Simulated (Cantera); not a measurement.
What does this Cantera script print?

```python
import numpy as np
import cantera as ct

surf = ct.Interface("diamond.yaml", "diamond_100")
gas, bulk = surf.adjacent["gas"], surf.adjacent["diamond"]
k = surf.kinetics_species_index(bulk.species_names[0])
cover = ["c6HH", "c6H*", "c6*H", "c6**", "c6HM", "c6B"]

rows, drift = [], 0.0
print(f"{'xCH3':>10s}{'um/h':>11s}" + "".join(f"{s:>11s}" for s in cover))
for v in [1e-06, 2.8e-06, 8e-06, 2.3e-05, 6.4e-05, 0.00018, 0.00051, 0.0014, 0.0041]:
    T, P, xH, xCH3 = 1073, 19000, 0.025, v
    gas.TPX = T, P, {"H": xH, "CH3": xCH3, "CH4": 0.028, "H2": 1 - xH - xCH3 - 0.028}
    surf.TP = bulk.TP = T, P
    surf.coverages = "c6H*:0.1, c6HH:0.9"
    surf.advance_coverages(100.0)
    before = surf.coverages
    surf.advance_coverages(100.0)
    drift = max(drift, np.max(np.abs(surf.coverages - before) / (surf.coverages + 1e-9)))
    rate = surf.net_production_rates[k] * bulk.mean_molecular_weight / bulk.density * 3.6e9
    rows.append([rate, *surf[cover].coverages])
    print(f"{v:10.4g}{rate:11.4e}" + "".join(f"{x:11.3e}" for x in rows[-1][1:]))
```

It prints:

```
      xCH3       um/h       c6HH       c6H*       c6*H       c6**       c6HM        c6B
     1e-06 1.3650e-01  5.329e-01  2.622e-02  4.248e-01  1.602e-02  1.629e-05  3.704e-10
   2.8e-06 3.8217e-01  5.329e-01  2.622e-02  4.248e-01  1.602e-02  4.561e-05  1.037e-09
     8e-06 1.0918e+00  5.328e-01  2.621e-02  4.248e-01  1.601e-02  1.303e-04  2.963e-09
   2.3e-05 3.1375e+00  5.326e-01  2.620e-02  4.246e-01  1.601e-02  3.744e-04  8.514e-09
   6.4e-05 8.7201e+00  5.321e-01  2.618e-02  4.242e-01  1.598e-02  1.041e-03  2.366e-08
   0.00018 2.4445e+01  5.307e-01  2.610e-02  4.230e-01  1.592e-02  2.917e-03  6.633e-08
   0.00051 6.8616e+01  5.267e-01  2.589e-02  4.196e-01  1.574e-02  8.190e-03  1.862e-07
    0.0014 1.8376e+02  5.163e-01  2.534e-02  4.107e-01  1.527e-02  2.194e-02  4.986e-07
    0.0041 5.0112e+02  4.875e-01  2.383e-02  3.862e-01  1.399e-02  5.986e-02  1.360e-06
```

Model: the Harris–Goodwin 1993 mechanism for the reconstructed diamond (100) surface, integrated in Cantera.
